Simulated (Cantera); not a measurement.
An isothermal, constant-pressure homogeneous reactor starts with 1.92 % C2H6, 98.1 % N2, at 2000 K and 190000 Pa.

Detailed kinetics in Cantera: GRI-Mech 3.0 (53 species, 325 reactions). GRI-Mech 3.0 stops at C3 and has no aromatics, soot or wall deposition, so with more carbon than oxygen in the feed, carbon stays in small species such as C2H2 where larger ones or solid carbon would form.

Problem. Predict: x(H) at 100 s; x(CH2) at 100 s; x(C2H) at 100 s; x(H2) at 100 s; x(HCN) at 100 s; x(CH4) at 100 s.

Solution. 
```json
{
  "x(H) at 100 s": "0.000228 (gas-phase equilibrium 0.000228)",
  "x(CH2) at 100 s": "2.38e-8 (gas-phase equilibrium 9.77e-9)",
  "x(C2H) at 100 s": "1.81e-6 (gas-phase equilibrium 2.75e-7)",
  "x(H2) at 100 s": "0.0369 (gas-phase equilibrium 0.0369)",
  "x(HCN) at 100 s": "0.00559 (gas-phase equilibrium 0.0323)",
  "x(CH4) at 100 s": "2.43e-5 (gas-phase equilibrium 1.00e-5)"
}
```
